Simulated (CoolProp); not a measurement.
Carbon dioxide along the isobar 76.9 bar: density (kg/m³) from the reference equation and from simpler models built on Tc = 304.1 K, pc = 73.77 bar, ω = 0.224; each cubic takes its own stable root.

The numbers come from the reference Helmholtz-energy equation of state, Span 1996 in CoolProp.

| T (K) | phase | reference |
|---|---|---|
| 280.5 | liquid | 917.2 |
| 308.6 | supercritical | 296.2 |
| 336.7 | supercritical | 173.5 |
| 364.8 | supercritical | 141.0 |
| 392.9 | supercritical | 122.1 |
| 421.1 | supercritical | 108.9 |
| 449.2 | supercritical | 98.99 |
| 477.3 | supercritical | 91.11 |

How far does each simpler model (Redlich-Kwong, Soave-Redlich-Kwong, Peng-Robinson) lie from the reference over these 8 states: mean and median of the absolute difference, and the worst?


- Redlich-Kwong: mean 3.4 %, median 2.0 %, worst -15.2 % at 280.5 K and 76.9 bar
- Soave-Redlich-Kwong: mean 3.3 %, median 1.7 %, worst -12.3 % at 280.5 K and 76.9 bar
- Peng-Robinson: mean 1.3 %, median 1.2 %, worst +2.5 % at 336.7 K and 76.9 bar
